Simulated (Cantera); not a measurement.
# Ammonia decomposition in nitride growth gas

A perfectly stirred reactor is fed with NH3 : H2 = 1 : 0.22 (molar parts), at 13.5 Torr; it is held at 2200 K, and followed from long to short residence time.

Computed with Cantera and the gas-phase N/H chemistry of the illustrative SiF4/NH3 mechanism in the Surface Chemkin manual (1991). Walls and surfaces, which speed up NH3 decomposition in real reactors, are not modelled.

```tsv
τ (s)	x NH3	x H2	x N2H4	x H	x N	x NH2
0.64	0.149	0.665	1.68e-9	0.00136	5.09e-6	0.000936
0.30	0.259	0.585	3.63e-9	0.00101	4.94e-6	0.00138
0.14	0.406	0.479	6.79e-9	0.000723	4.60e-6	0.00188
0.067	0.551	0.373	1.05e-8	0.000517	4.09e-6	0.00233
0.031	0.671	0.286	1.38e-8	0.000376	3.51e-6	0.00268
0.015	0.742	0.235	1.56e-8	0.000298	3.01e-6	0.00285
0.0070	0.783	0.205	1.57e-8	0.000248	2.50e-6	0.00286
0.0033	0.803	0.190	1.36e-8	0.000208	1.91e-6	0.00266
0.0016	0.813	0.184	9.17e-9	0.000164	1.15e-6	0.00219
0.00073	0.817	0.181	3.65e-9	0.000102	3.52e-7	0.00138
0.00035	0.819	0.181	9.89e-10	5.34e-5	5.85e-8	0.000719
```
x: mole fraction; the columns are a selection and need not sum to one.
